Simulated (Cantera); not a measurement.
A closed system holds: 1 mol trisilylamine, 2.1 mol N₂, 62 mol H₂, held at 1025 °C and 0.330 Torr.

Cantera equilibrium calculation (NASA polynomials, part measured and part estimated; ideal gas, pure solids and liquids). Candidate condensed phases: Si, Si₃N₄; 18 gas species. The feed counts by its element totals alone. Kinetics and transport are ignored.

Base state: H₂ 0.991, N₂ 0.00894, H 5.10e-5 (mole fractions); condensed: Si₃N₄(s).

Question: What changes in the equilibrium state with this change: temperature from 1025 °C to 1152 °C?

Answer: 
```csv
species,before,after
H₂,0.991,0.977
N₂,0.00894,0.0227
H,5.10e-5,0.000321
"Si₃N₄(s), mol",1.000,0.526
"Si(s), mol",0,1.42
```
Mutual solubility and eutectic melting of coexisting phases are not modelled.
